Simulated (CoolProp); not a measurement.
Aqueous ethylene glycol as a coolant, 22 % by mass, freezing at -9.1 °C, 1 atm.

Computed with CoolProp (Melinder's fits for secondary coolants).

```json
[
 {"T (°C)": "-4.3", "cp (kJ/(kg K))": "?", "conductivity (W/(m K))": "?", "viscosity (mPa s)": "?", "Prandtl number": "32.2"},
 {"T (°C)": "1.5", "cp (kJ/(kg K))": "3.826", "conductivity (W/(m K))": "0.478", "viscosity (mPa s)": "3.20", "Prandtl number": "25.6"},
 {"T (°C)": "7.2", "cp (kJ/(kg K))": "?", "conductivity (W/(m K))": "0.485", "viscosity (mPa s)": "2.61", "Prandtl number": "20.7"},
 {"T (°C)": "12.9", "cp (kJ/(kg K))": "?", "conductivity (W/(m K))": "0.491", "viscosity (mPa s)": "2.17", "Prandtl number": "17.0"},
 {"T (°C)": "18.7", "cp (kJ/(kg K))": "3.860", "conductivity (W/(m K))": "0.497", "viscosity (mPa s)": "1.82", "Prandtl number": "14.1"},
 {"T (°C)": "24.4", "cp (kJ/(kg K))": "3.872", "conductivity (W/(m K))": "0.504", "viscosity (mPa s)": "1.55", "Prandtl number": "11.9"},
 {"T (°C)": "30.2", "cp (kJ/(kg K))": "3.884", "conductivity (W/(m K))": "?", "viscosity (mPa s)": "1.34", "Prandtl number": "?"}
]
```

Some entries are withheld; supply them.


- -4.3, cp (kJ/(kg K)): 3.814
- -4.3, conductivity (W/(m K)): 0.471
- -4.3, viscosity (mPa s): 3.98
- 7.2, cp (kJ/(kg K)): 3.837
- 12.9, cp (kJ/(kg K)): 3.848
- 30.2, conductivity (W/(m K)): 0.510
- 30.2, Prandtl number: 10.2
